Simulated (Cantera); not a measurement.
A diamond (100) surface in a fixed gas of H2 with x(CH4) = 0.013, x(H) = 0.0014, at 1173 K, 56.3 Torr; coverages are run to steady state.

Detailed kinetics in Cantera: the Harris–Goodwin 1993 mechanism for the reconstructed diamond (100) surface.

θ: site fractions in the mechanism's names (c6HH fully hydrogenated, c6H* and c6*H radical sites, c6** diradical, c6HM methylated).

```csv
x(CH3),growth (µm/h),θ c6HH,θ c6H*,θ c6*H,θ c6**,θ c6HM
1e-06,[?],0.471,0.0349,0.471,0.0225,3.90e-5
2.8e-06,[?],0.471,0.0349,0.471,0.0225,0.000109
7.7e-06,[?],0.471,0.0349,0.471,0.0225,0.000300
2.1e-05,[?],0.471,0.0348,0.470,0.0224,0.000818
6e-05,[?],0.470,0.0347,0.469,0.0223,0.00232
0.00017,[?],0.467,0.0345,0.466,0.0217,0.00650
0.00046,[?],0.459,0.0338,0.457,0.0205,0.0170
0.0013,[?],0.439,0.0321,0.434,0.0174,0.0441
0.0035,[?],0.398,0.0288,0.389,0.0123,0.0991
```

### Question
Complete the blanks.

### Answer

- 1e-06, growth (µm/h): 0.0175
- 2.8e-06, growth (µm/h): 0.0491
- 7.7e-06, growth (µm/h): 0.135
- 2.1e-05, growth (µm/h): 0.367
- 6e-05, growth (µm/h): 1.04
- 0.00017, growth (µm/h): 2.91
- 0.00046, growth (µm/h): 7.57
- 0.0013, growth (µm/h): 19.3
- 0.0035, growth (µm/h): 42.0
